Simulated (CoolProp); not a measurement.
R1123 along the isobar 686 kPa: density (kg/m³) from the reference equation and from simpler models built on Tc = 331.7 K, pc = 4549 kPa, ω = 0.243; each cubic takes its own stable root.

The numbers come from the reference Helmholtz-energy equation of state, Akasaka 2020 in CoolProp.

| T (K) | phase | reference | ideal gas | van der Waals | Redlich-Kwong | Soave-Redlich-Kwong | Peng-Robinson |
|---|---|---|---|---|---|---|---|
| 280.7 | gas | 26.79 | 24.11 | 25.95 | 26.45 | 26.62 | 26.81 |
| 302.8 | gas | 24.18 | 22.35 | 23.74 | 24.04 | 24.11 | 24.27 |
| 325 | gas | 22.12 | 20.82 | 21.90 | 22.07 | 22.08 | 22.22 |
| 347.1 | gas | 20.45 | 19.50 | 20.34 | 20.44 | 20.42 | 20.54 |
| 369.3 | gas | 19.03 | 18.33 | 19.00 | 19.06 | 19.01 | 19.11 |
| 391.4 | gas | 17.82 | 17.29 | 17.83 | 17.86 | 17.81 | 17.89 |
| 413.6 | gas | 16.77 | 16.36 | 16.80 | 16.81 | 16.75 | 16.83 |
| 435.7 | gas | 15.85 | 15.53 | 15.90 | 15.89 | 15.83 | 15.90 |
| 457.9 | gas | 15.02 | 14.78 | 15.08 | 15.07 | 15.00 | 15.06 |
| 480 | gas | 14.28 | 14.10 | 14.35 | 14.34 | 14.27 | 14.32 |
